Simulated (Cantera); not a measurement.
A freely propagating, adiabatic, planar premixed flame of 5.25 % CH4, 1.73 % C2H6, 19.5 % O2, 73.5 % N2, equivalence ratio 0.85, unburnt at 350 K and 4.40 bar; unity-Lewis-number transport, grid criteria slope 0.08 and curve 0.16, no radiation.

Model: GRI-Mech 3.0 (53 species, 325 reactions), integrated in Cantera. Unity Lewis numbers drop preferential diffusion, which matters most where H2 and H carry the flame. Burning velocities carry a grid error of a few per cent, more on coarse grids.

Q: Predict: laminar burning velocity; thermal thickness; peak x(HCN); peak x(O).

A: 
```
Item                         Result
------------------------  ---------
laminar burning velocity  23.5 cm/s
thermal thickness          0.151 mm
peak x(HCN)                 1.14e-6
peak x(O)                   0.00189
```
